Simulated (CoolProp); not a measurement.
Vapour-liquid equilibrium of R22 (1) + n-pentane (2) at 283 kPa; x and y are mole fractions of (1).

Model: multi-fluid Helmholtz-energy mixture model, Kamei 1995 and Thol 2019; pair parameters Bell 2016, in CoolProp.

Give the bubble temperature and the first vapour's composition at x = 0.05, 0.2, 0.65. Is there an azeotrope?

x = 0.05: 321.6 K, y = 0.467; x = 0.2: 286.9 K, y = 0.859; x = 0.65: 264.2 K, y = 0.965. No azeotrope shows between x = 0.05 and 0.95.

The pair parameters rest on a limited set of measurements; away from them the model extrapolates. With so large a gap from Raoult's law the liquid may split in two, which this calculation doesn't test in full.
